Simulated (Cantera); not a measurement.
Reactions in the system B-F-H-O

Cantera with NASA thermochemical tables; ideal gases at 1 bar, condensed phases pure. Values are per mole of reaction as written; species without (g) are pure solids or liquids, kept so even where they would boil at 1 bar.

3 OH(g) + 2 BF3(g) + 3 H(g) ⇌ B2O3(g) + 6 HF(g)

```
T (K)  ΔH° (kJ)  ΔS° (J/K)  ΔG° (kJ)  log10 K
-----  --------  ---------  --------  -------
300      -972.1      -77.7    -948.7   165.19
2225    -1018.4     -124.2    -742.1    17.42
2275    -1019.3     -124.6    -735.9    16.90
2325    -1020.3     -125.0    -729.7    16.39
2375    -1021.1     -125.4    -723.4    15.91
2425    -1022.0     -125.7    -717.1    15.45
2475    -1022.9     -126.1    -710.8    15.00
2525    -1023.7     -126.4    -704.5    14.57
2575    -1024.5     -126.7    -698.2    14.16
2625    -1025.4     -127.1    -691.8    13.77
2675    -1026.2     -127.3    -685.5    13.39
2725    -1026.9     -127.6    -679.1    13.02
```
